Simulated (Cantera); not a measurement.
Input: 1 mol SiCl₄, 1.2 mol HCl, 2.2 mol H₂, held at 1498.15 K and 5.30 bar.

Method: chemical equilibrium by Gibbs-energy minimisation in Cantera with the NASA 1993 tables (ideal gas, pure condensed phases). Candidate condensed phases: Si; 19 gas species. The tables' values for SiCl₃ are old estimates; treat these amounts as uncertain. Rates play no part.

Base state: H₂ 0.450, HCl 0.327, SiCl₄ 0.173, SiHCl₃ 0.0245, SiCl₃ 0.0191, SiCl₂ 0.00678, SiH₂Cl₂ 0.000551 (mole fractions); condensed: gas only.

Q: What changes in the equilibrium state with this change: 0.14 mol O₂ added?

A: 
| species | before | after |
|---|---|---|
| HCl | 0.327 | 0.419 |
| H₂ | 0.450 | 0.394 |
| SiCl₄ | 0.173 | 0.156 |
| SiHCl₃ | 0.0245 | 0.0151 |
| SiCl₃ | 0.0191 | 0.0127 |
| H₂O | 0 | 2.67e-5 |
| SiH₂Cl₂ | 0.000551 | 0.000233 |
| SiCl₂ | 0.00678 | 0.00327 |
| SiO₂(β-quartz), mol | 0 | 0.140 |
The tables hold silica as quartz up to 1696 K and as liquid above; real silica turns to tridymite and cristobalite and melts near 1996 K. Further candidate phases: H₂O, SiO₂.
